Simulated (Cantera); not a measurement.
Standard-state values (1 bar) from the NASA 1993 polynomials, evaluated with Cantera. Values are per mole of reaction as written; species without (g) are pure solids or liquids, kept so even where they would boil at 1 bar.

O(g) + 3 AlCl(g) → AlCl3 + Al2O(g), with ΔH° = -945.6 kJ and ΔS° = -483.2 J/K at 300 K.

### Question
How far is the shortcut ΔG° ≈ ΔH°(300 K) − T·ΔS°(300 K) from the full temperature-dependent value at 350, 375, 400, 425, 450, 475, 500 K?

### Answer
| T (K) | shortcut (kJ) | full (kJ) | difference (kJ) | difference in log10 K | condensed phases |
|---|---|---|---|---|---|
| 350 | -776.5 | -776.5 | 0.1 | -0.01 | AlCl3(s) |
| 375 | -764.4 | -764.5 | 0.2 | -0.02 | AlCl3(s) |
| 400 | -752.3 | -752.6 | 0.3 | -0.04 | AlCl3(s) |
| 425 | -740.2 | -740.7 | 0.5 | -0.06 | AlCl3(s) |
| 450 | -728.1 | -728.8 | 0.7 | -0.08 | AlCl3(s) |
| 475 | -716.0 | -717.7 | 1.7 | -0.18 | AlCl3(l) |
| 500 | -704.0 | -707.9 | 3.9 | -0.41 | AlCl3(l) |
The shortcut ignores heat capacities and the phase changes listed.
